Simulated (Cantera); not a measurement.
Mixture: CH₄ : H₂ : O₂ : N₂ = 1 : 0.41 : 1.47 : 5.53 (molar parts), equivalence ratio 1.5, at 6750 Torr, adiabatic and at constant volume. Ignition delay is the time to a rise of 400 K.

Computed with Cantera and GRI-Mech 3.0 (53 species, 325 reactions).

Problem. What does this change do: 0.12 parts C2H6 added?

Solution. 
| quantity | before | after |
|---|---|---|
| delay at 1000 K | 10.8 ms | 13.6 ms |
| delay at 1050 K | 3.61 ms | 4.68 ms |
| delay at 1100 K | 1.49 ms | 1.81 ms |
| delay at 1150 K | 0.767 ms | 0.786 ms |
| delay at 1200 K | 0.465 ms | 0.389 ms |
| delay at 1250 K | 0.308 ms | 0.216 ms |
| apparent activation energy between 1150 and 1250 K | 110 kJ/mol | 150 kJ/mol |

Problem. What does this change do: N2 5.53 to 10 parts?

Solution. 
```
quantity                                                before       after
--------------------------------------------------  ----------  ----------
delay at 1000 K                                        10.8 ms     14.7 ms
delay at 1050 K                                        3.61 ms     5.20 ms
delay at 1100 K                                        1.49 ms     2.31 ms
delay at 1150 K                                       0.767 ms     1.27 ms
delay at 1200 K                                       0.465 ms    0.806 ms
delay at 1250 K                                       0.308 ms    0.548 ms
apparent activation energy between 1150 and 1250 K  110 kJ/mol  100 kJ/mol
```

Problem. What does this change do: CH4 1 to 0.6 parts?

Solution. 
| quantity | before | after |
|---|---|---|
| delay at 1000 K | 10.8 ms | 12.6 ms |
| delay at 1050 K | 3.61 ms | 3.84 ms |
| delay at 1100 K | 1.49 ms | 1.30 ms |
| delay at 1150 K | 0.767 ms | 0.531 ms |
| delay at 1200 K | 0.465 ms | 0.269 ms |
| delay at 1250 K | 0.308 ms | 0.160 ms |
| apparent activation energy between 1150 and 1250 K | 110 kJ/mol | 140 kJ/mol |
